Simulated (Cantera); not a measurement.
Input: 1 mol FeS, 0.42 mol H2, 8.4 mol H2O, held at 46.0 Pa.

These are equilibrium values from Cantera (NASA tables, ideal gas, pure condensed phases), not measurements of a reactor. Candidate condensed phases: Fe, FeO, Fe(OH)2, Fe(OH)3, FeS, FeSO4, FeS2, Fe2O3, Fe2(SO4)3, Fe3O4, H2O, H2SO4, S; 22 gas species. FeS: taken at fixed stoichiometry. Equilibrium is a limit: real reactors are often held back by kinetics, nucleation or transport.

Q: At 823 K, list the 4 most abundant gas species with their mole fractions, and the condensed phases.

A: H2O 0.948, H2 0.0487, H2S 0.00306, SO2 1.10e-5. Condensed: FeS(s) + Fe3O4(s).
